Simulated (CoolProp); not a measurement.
The numbers come from the reference Helmholtz-energy equation of state, Zhou 2012 in CoolProp.

**Question.** For m-xylene, give the phase and the Z, cv (kJ/(kg K)), Joule-Thomson coefficient (K/MPa) at 523 K and 6.36 MPa; 555.4 K and 6.36 MPa; 571.5 K and 6.36 MPa.

**Answer.** 
- 523 K and 6.36 MPa: liquid; Z 0.239, cv 2.01, Joule-Thomson coefficient -0.000343
- 555.4 K and 6.36 MPa: liquid; Z 0.242, cv 2.09, Joule-Thomson coefficient 0.204
- 571.5 K and 6.36 MPa: liquid; Z 0.245, cv 2.14, Joule-Thomson coefficient 0.359
